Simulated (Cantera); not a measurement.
A closed system holds: 1 mol Si₃N₄, 0.5 mol CO₂, 980 mol N₂, held at 180000 Pa.

Cantera equilibrium calculation (NASA polynomials, part measured and part estimated; ideal gas, pure solids and liquids). Candidate condensed phases: C, Si, SiC, SiO₂, Si₂N₂O, Si₃N₄; 34 gas species. Mutual solubility and eutectic melting of coexisting phases are not modelled. Rates play no part.

log p: log10 of the partial pressure in bar; n: condensed amount in mol.

```csv
T (K),log p N₂,log p SiO,log p CO,log p Si,log p SiN,n Si₂N₂O(s),n Si₃N₄(s)
1700,0.26,-5.23,-3.04,-8.21,-8.30,0.497,0.668
1750,0.26,[?],-3.04,[?],-7.77,0.490,0.670
1800,0.26,-4.25,-3.04,-7.04,-7.26,0.470,0.677
1850,0.26,-3.81,-3.04,-6.50,-6.79,0.415,0.695
1900,0.25,-3.38,-3.04,-5.99,-6.34,0.275,0.742
1950,0.25,-3.04,-3.04,-5.51,-5.91,0,0.832
2000,0.25,-3.04,-3.04,-5.05,-5.51,0,0.831
2050,0.25,-3.04,-3.04,[?],-5.13,0,0.826
2100,0.25,-3.04,-3.04,-4.21,-4.76,0,0.815
```

**Question.** Fill in the missing entries.

**Answer.** 
- 2050, log p Si: -4.62
- 1750, log p SiO: -4.73
- 1750, log p Si: -7.61
